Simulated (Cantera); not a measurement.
Input (Python, Cantera) and output of one run.

```python
import numpy as np
import cantera as ct

gas_names = """
    H HO2 H2 H2O H2O2 H2S H2SO4 Mg MgH MgO MgOH MgO2H2 MgS Mg2 O OH O2 O3 S SH SO SO2 SO3 S2 S2O S8
""".split()
cond_names = """
    H2O(s) H2O(L) H2SO4(L) Mg(cr) Mg(L) MgO(s) MgO(L) MgO2H2(s) MgS(s) MgSO4(s) MgSO4(L) S(cr1) S(cr2)
    S(L)
""".split()


# ... load() reads the species with a 1 bar reference pressure and builds the phases ...
atoms = {
    'MgSO4': {'Mg': 1, 'S': 1, 'O': 4},
    'H2': {'H': 2},
}
top_T = {'MgS(s)': 2250}  # K; cautious upper limits of use, not melting points


# ... equilibrate(T, P, feed) seeds the gas with the atoms and calls Mixture.equilibrate('TP', solver="vcs", rtol=1e-11, max_steps=5000) ...
results = []
T = 1025  # K
P = 250000  # Pa
for m in [0.064, 0.093, 0.14, 0.2, 0.29, 0.42, 0.61, 0.88, 1.3, 1.9, 2.7, 4, 5.8]:
    feed = {'MgSO4': 1, 'H2': m}  # mol
    mix = equilibrate(T, P, feed)
    results.append((T, P, feed, dict(zip(mix.species_names, mix.species_moles))))
    x = sorted(zip(gas.X, gas.species_names), reverse=True)
    print(f"T = {T:g} K  P = {P:g} Pa  n(H2) = {m:g} mol  gas = {mix.phase_moles(0):.4g} mol")
    print("   x: " + "  ".join(f"{s} {v:.3e}" for v, s in x if v > 1e-05))
    print("   condensed (mol): " + ("  ".join(f"{mix.phase(i).name} {mix.phase_moles(i):.4g}"
          for i in range(1, mix.n_phases) if mix.phase_moles(i) > 1e-12) or "none"))
```

Output:

```
T = 1025 K  P = 250000 Pa  n(H2) = 0.064 mol  gas = 0.128 mol
   x: H2O 5.000e-01  SO2 5.000e-01  H2 1.334e-05
   condensed (mol): MgO(s) 0.064  MgSO4(s) 0.936
T = 1025 K  P = 250000 Pa  n(H2) = 0.093 mol  gas = 0.186 mol
   x: H2O 5.000e-01  SO2 5.000e-01  H2 1.334e-05
   condensed (mol): MgO(s) 0.093  MgSO4(s) 0.907
T = 1025 K  P = 250000 Pa  n(H2) = 0.14 mol  gas = 0.28 mol
   x: H2O 5.000e-01  SO2 5.000e-01  H2 1.334e-05
   condensed (mol): MgO(s) 0.14  MgSO4(s) 0.86
T = 1025 K  P = 250000 Pa  n(H2) = 0.2 mol  gas = 0.4 mol
   x: H2O 5.000e-01  SO2 5.000e-01  H2 1.334e-05
   condensed (mol): MgO(s) 0.2  MgSO4(s) 0.8
T = 1025 K  P = 250000 Pa  n(H2) = 0.29 mol  gas = 0.58 mol
   x: H2O 5.000e-01  SO2 5.000e-01  H2 1.334e-05
   condensed (mol): MgO(s) 0.29  MgSO4(s) 0.71
T = 1025 K  P = 250000 Pa  n(H2) = 0.42 mol  gas = 0.84 mol
   x: H2O 5.000e-01  SO2 5.000e-01  H2 1.334e-05
   condensed (mol): MgO(s) 0.42  MgSO4(s) 0.58
T = 1025 K  P = 250000 Pa  n(H2) = 0.61 mol  gas = 1.22 mol
   x: H2O 5.000e-01  SO2 5.000e-01  H2 1.334e-05
   condensed (mol): MgO(s) 0.61  MgSO4(s) 0.39
T = 1025 K  P = 250000 Pa  n(H2) = 0.88 mol  gas = 1.76 mol
   x: H2O 5.000e-01  SO2 5.000e-01  H2 1.334e-05
   condensed (mol): MgO(s) 0.88  MgSO4(s) 0.12
T = 1025 K  P = 250000 Pa  n(H2) = 1.3 mol  gas = 2.213 mol
   x: H2O 5.662e-01  SO2 3.936e-01  H2S 2.026e-02  S2 1.686e-02  S2O 2.126e-03  H2 9.458e-04  SO 1.693e-05
   condensed (mol): MgO(s) 1
T = 1025 K  P = 250000 Pa  n(H2) = 1.9 mol  gas = 2.636 mol
   x: H2O 6.614e-01  SO2 2.368e-01  H2S 5.762e-02  S2 3.935e-02  S2O 3.114e-03  H2 1.761e-03  SO 1.623e-05
   condensed (mol): MgO(s) 1
T = 1025 K  P = 250000 Pa  n(H2) = 2.7 mol  gas = 3.187 mol
   x: H2O 7.329e-01  H2S 1.112e-01  SO2 1.030e-01  S2 4.738e-02  H2 3.098e-03  S2O 2.361e-03  SH 1.236e-05  SO 1.122e-05
   condensed (mol): MgO(s) 1
T = 1025 K  P = 250000 Pa  n(H2) = 4 mol  gas = 4.032 mol
   x: H2O 7.414e-01  H2S 2.333e-01  H2 1.732e-02  S2 6.667e-03  SO2 1.266e-03  S2O 6.013e-05  SH 1.096e-05
   condensed (mol): MgO(s) 1
T = 1025 K  P = 250000 Pa  n(H2) = 5.8 mol  gas = 5.8 mol
   x: H2O 5.172e-01  H2 3.104e-01  H2S 1.724e-01  S2 1.134e-05
   condensed (mol): MgO(s) 1
```

Equilibrium computed with Cantera from the NASA thermochemical tables; the gas is ideal and each condensed phase is pure. Mutual solubility and eutectic melting of coexisting phases are not modelled. Gases not in the tables: S3 to S7.
